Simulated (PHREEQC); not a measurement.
Consider water at 20 °C with 0.99 mmol/kgw TMAH, 0.072 mmol/kgw H4SiO4 and 170 mmol/kgw Na2CO3. Closed to the air; pH follows from the charge balance.

All values are PHREEQC results (ion-association model, phreeqc.dat), not measurements.

This is a speciation only: nothing precipitates in the calculation.

**Question.** Order these Si species by the share of Si that they hold, largest first: H3SiO4-, H2SiO4-2, H4SiO4.

**Answer.** H3SiO4- (95 %), H2SiO4-2 (3.9 %), H4SiO4 (1.5 %)

The pH is 11.52 and the ionic strength 0.344 mol/kgw. (CH3)4N+ isn't in the database: it is added as a free cation with an ion size of 4 Å.
